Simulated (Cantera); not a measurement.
NO annealing gas

An isothermal, constant-pressure homogeneous reactor starts with 86.4 % NO, 10.4 % N₂, 3.28 % H₂O, at 1800 K and 293 Torr.

Model: GRI-Mech 3.0 (53 species, 325 reactions), integrated in Cantera.

| t (s) | x NO | x O | x O₂ | x NO₂ | x N₂ | x N₂O |
|---|---|---|---|---|---|---|
| 4.00e-6 | 0.864 | 2.45e-7 | 8.89e-11 | 9.55e-9 | 0.104 | 2.69e-7 |
| 2.89e-5 | 0.864 | 1.05e-6 | 3.66e-9 | 3.61e-7 | 0.104 | 1.94e-6 |
| 0.000209 | 0.864 | 1.64e-6 | 1.34e-7 | 6.67e-6 | 0.104 | 1.37e-5 |
| 0.00151 | 0.863 | 7.38e-6 | 2.01e-5 | 8.69e-5 | 0.104 | 8.35e-5 |
| 0.0110 | 0.862 | 1.24e-5 | 0.000578 | 0.000142 | 0.104 | 0.000223 |
| 0.0792 | 0.852 | 2.01e-5 | 0.00529 | 0.000252 | 0.109 | 0.000233 |
| 0.573 | 0.787 | 4.20e-5 | 0.0377 | 0.000535 | 0.142 | 0.000199 |
| 4.15 | 0.482 | 8.71e-5 | 0.190 | 0.000717 | 0.294 | 7.21e-5 |
| 30.0 | 0.0778 | 0.000123 | 0.392 | 0.000166 | 0.496 | 1.94e-6 |
x: mole fraction; the columns are a selection and need not sum to one.

Equilibrium at this temperature and pressure: NO 0.00491, O 0.000128, O₂ 0.429, NO₂ 1.10e-5, N₂ 0.533, N₂O 1.45e-7 (gas phase only).
